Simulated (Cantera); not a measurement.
Input (Python, Cantera):

```python
import numpy as np
import cantera as ct

gas = ct.Solution("SiF4_NH3_mec.yaml", "gas")
gas.TPX = 1850, 1700, {'NH3': 1, 'H2': 3.6, 'N2': 0.0063}
reactor = ct.IdealGasConstPressureReactor(gas, energy="off", clone=False)
net = ct.ReactorNet([reactor])
net.rtol, net.atol = 1e-08, 1e-18
show = ['NH3', 'H2', 'N2', 'N', 'N2H2', 'H']
times = np.geomspace(5e-05, 20, 15)

steps = ct.SolutionArray(gas, extra=["t"])
rows = []
print(f"{'t/s':>10s}{'T/K':>9s}{'P/Pa':>11s}" + "".join(f"{s:>11s}" for s in show))
for t in times:
    while net.time < t:
        t_next = net.step()
        steps.append(gas.state, t=t_next)
    rows.append([np.interp(t, steps.t, y) for y in (steps.T, steps.P, *steps(*show).X.T)])
    print(f"{t:10.3e}{rows[-1][0]:9.1f}{rows[-1][1]:11.4g}" + "".join(f"{x:11.3e}" for x in rows[-1][2:]))
rate = np.gradient(steps.T, steps.t)
print("integrator steps:", len(steps.t))
if steps.T.max() > steps.T[0] + 200:
    print(f"time of steepest temperature rise: {steps.t[rate.argmax()]:.4e} s")
gas.TPX = 1850, 1700, {'NH3': 1, 'H2': 3.6, 'N2': 0.0063}
gas.equilibrate("TP")
print(f"equilibrium (TP): T = {gas.T:.1f} K  " + "  ".join(f"{s} {gas[s].X[0]:.3e}" for s in show))
```

Result:

```
       t/s      T/K       P/Pa        NH3         H2         N2          N       N2H2          H
 5.000e-05   1850.0       1700  2.171e-01  7.815e-01  1.368e-03  1.002e-16  7.323e-14  3.812e-07
 1.256e-04   1850.0       1700  2.171e-01  7.815e-01  1.368e-03  3.993e-15  9.359e-13  9.661e-07
 3.157e-04   1850.0       1700  2.171e-01  7.815e-01  1.368e-03  1.000e-13  1.006e-11  2.436e-06
 7.933e-04   1850.0       1700  2.171e-01  7.815e-01  1.368e-03  1.916e-12  8.643e-11  6.127e-06
 1.993e-03   1850.0       1700  2.171e-01  7.815e-01  1.368e-03  3.282e-11  6.463e-10  1.540e-05
 5.008e-03   1850.0       1700  2.171e-01  7.815e-01  1.368e-03  5.305e-10  4.714e-09  3.864e-05
 1.258e-02   1850.0       1700  2.170e-01  7.815e-01  1.369e-03  8.266e-09  3.666e-08  9.658e-05
 3.162e-02   1850.0       1700  2.168e-01  7.814e-01  1.405e-03  1.079e-07  2.862e-07  2.292e-04
 7.946e-02   1850.0       1700  2.156e-01  7.820e-01  1.854e-03  3.894e-07  8.372e-07  3.555e-04
 1.997e-01   1850.0       1700  2.117e-01  7.842e-01  3.418e-03  4.132e-07  8.605e-07  3.658e-04
 5.017e-01   1850.0       1700  2.025e-01  7.897e-01  7.217e-03  4.130e-07  8.117e-07  3.735e-04
 1.261e+00   1850.0       1700  1.814e-01  8.021e-01  1.585e-02  4.121e-07  7.036e-07  3.925e-04
 3.168e+00   1850.0       1700  1.396e-01  8.267e-01  3.300e-02  4.082e-07  5.019e-07  4.383e-04
 7.959e+00   1850.0       1700  7.723e-02  8.635e-01  5.858e-02  3.949e-07  2.373e-07  5.479e-04
 2.000e+01   1850.0       1700  2.160e-02  8.961e-01  8.139e-02  3.744e-07  5.097e-08  8.484e-04
integrator steps: 663
equilibrium (TP): T = 1850.0 K  NH3 1.153e-07  H2 9.059e-01  N2 9.013e-02  N 1.994e-10  N2H2 1.493e-15  H 3.959e-03
```

Cantera simulation using the gas-phase N/H chemistry of the illustrative SiF4/NH3 mechanism in the Surface Chemkin manual (1991); the numbers are that mechanism's predictions, not measurements. Walls and surfaces, which speed up NH3 decomposition in real reactors, are not modelled.
